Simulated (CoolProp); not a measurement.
The numbers come from the reference Helmholtz-energy equation of state, Lemmon 2005 in CoolProp.

Task: For R125, give the phase and the density (kg/m³), cv (kJ/(kg K)), Joule-Thomson coefficient (K/MPa), isothermal compressibility (1/MPa) at 258.3 K and 4640 kPa; 273.4 K and 4640 kPa; 288.5 K and 4640 kPa.

Result: 
- 258.3 K and 4640 kPa: liquid; density 1410, cv 0.771, Joule-Thomson coefficient -0.175, isothermal compressibility 0.00346
- 273.4 K and 4640 kPa: liquid; density 1350, cv 0.791, Joule-Thomson coefficient -0.0875, isothermal compressibility 0.00470
- 288.5 K and 4640 kPa: liquid; density 1280, cv 0.812, Joule-Thomson coefficient 0.0404, isothermal compressibility 0.00673
